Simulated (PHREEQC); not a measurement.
Make-up at 17 °C: 0.0021 mol/kgw PbCl2 and 0.00012 mol/kgw KBr. Closed to the air; pH follows from the charge balance.

The numbers come from PHREEQC with the ion-association model, phreeqc.dat.

This is a speciation only: nothing precipitates in the calculation.

### Question
Order these Pb species by the share of Pb that they hold, largest first: PbCl+, Pb+2, PbBr+, PbOH+.

### Answer
Pb+2 (91 %), PbCl+ (8.5 %), PbBr+ (0.38 %), PbOH+ (0.26 %)

The pH is 5.27 and the ionic strength 0.00604 mol/kgw. Species that the database lacks are ignored.
